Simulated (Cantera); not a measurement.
**Transport properties of process gases**

Gas mixture: 24.6 % C₂H₂, 54.4 % H₂O, 21.1 % C₂H₆, at 2670 Pa, frozen composition.

Cantera's kinetic-theory transport with the Lennard-Jones parameters of GRI-Mech 3.0, ideal gas; thermal conductivity in the mixture-averaged form. Polar gases are described roughly by these parameters. The composition is frozen, though it would react at the higher temperatures.

| T (K) | ρ (kg/m³) | cp (J/kg/K) | μ (µPa s) | λ (mW/m/K) | Pr | D (cm²/s) CH₃ | D (cm²/s) OH | D (cm²/s) N₂ |
|---|---|---|---|---|---|---|---|---|
| 400 | 0.0181 | 1985 | 13.5 | 36.4 | 0.736 | 13.0 | 19.0 | 12.3 |
| 550 | 0.0131 | 2262 | 18.2 | 54.8 | 0.752 | 23.4 | 33.5 | 21.9 |
| 700 | 0.0103 | 2500 | 22.7 | 74.5 | 0.761 | 35.9 | 51.0 | 33.5 |
| 850 | 0.00850 | 2700 | 26.9 | 95.0 | 0.764 | 50.5 | 71.1 | 46.9 |
| 1000 | 0.00722 | 2884 | 30.9 | 116 | 0.767 | 66.9 | 93.7 | 61.9 |
| 1150 | 0.00628 | 3043 | 34.6 | 137 | 0.769 | 84.9 | 119 | 78.6 |
| 1300 | 0.00556 | 3181 | 38.2 | 158 | 0.769 | 105 | 146 | 96.7 |
D: mixture-averaged diffusion coefficient of that species in the mixture.
